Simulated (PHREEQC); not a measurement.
**Alkaline etch or developer: speciation**

Make-up at 25 °C: 0.21 mol/kgw KOH, 4.5e-05 mol/kgw H4SiO4 and 0.0004 mol/kgw K3PO4. Closed to the air; pH follows from the charge balance.

Model: ion-association model, phreeqc.dat, run in PHREEQC.

```json
{
 "pH": "13.17",
 "ionic_strength": "0.212 mol/kgw",
 "activity_of_water": "0.993",
 "specific_conductance": "44800 µS/cm",
 "density": "1.008 g/cm³",
 "total_alkalinity": "211 meq/kg"
}
```

```
species   molality  activity   log γ
--------  --------  --------  ------
K+           0.211     0.149  -0.150
OH-          0.210     0.147  -0.154
PO4-3     0.000389   1.87e-5  -1.318
H2SiO4-2   3.15e-5   9.58e-6  -0.517
H3SiO4-    1.35e-5   9.61e-6  -0.146
HPO4-2     9.71e-6   2.83e-6  -0.535
KHPO4-     1.11e-6   8.25e-7  -0.129
H4SiO4     4.23e-9   4.44e-9   0.021
```

No solid was allowed to form.
